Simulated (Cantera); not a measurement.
A perfectly stirred reactor is fed with NO : N₂ = 1 : 0.67 (molar parts), at 1.00 atm; it is held at 1775 K, and followed from long to short residence time.

Detailed kinetics in Cantera: GRI-Mech 3.0 (53 species, 325 reactions).

x: mole fraction; the columns are a selection and need not sum to one.

| τ (s) | x NO | x O₂ | x N₂ | x N₂O | x NO₂ | x O |
|---|---|---|---|---|---|---|
| 1.2 | 0.483 | 0.0574 | 0.459 | 9.42e-5 | 0.000692 | 2.43e-5 |
| 0.50 | 0.540 | 0.0288 | 0.430 | 0.000119 | 0.000573 | 1.83e-5 |
| 0.21 | 0.572 | 0.0132 | 0.415 | 0.000133 | 0.000450 | 1.38e-5 |
| 0.086 | 0.587 | 0.00550 | 0.407 | 0.000139 | 0.000358 | 1.09e-5 |
| 0.035 | 0.594 | ___ | 0.404 | 0.000137 | ___ | ___ |
| 0.015 | 0.597 | ___ | 0.402 | 0.000129 | ___ | ___ |
| 0.0061 | 0.598 | 0.000253 | 0.402 | 0.000109 | 0.000213 | 6.83e-6 |

Question: What belongs in the gaps?

Answer: 
- 0.035, x O₂: 0.00216
- 0.035, x NO₂: 0.000300
- 0.035, x O: 9.19e-6
- 0.015, x O₂: 0.000827
- 0.015, x NO₂: 0.000260
- 0.015, x O: 8.09e-6
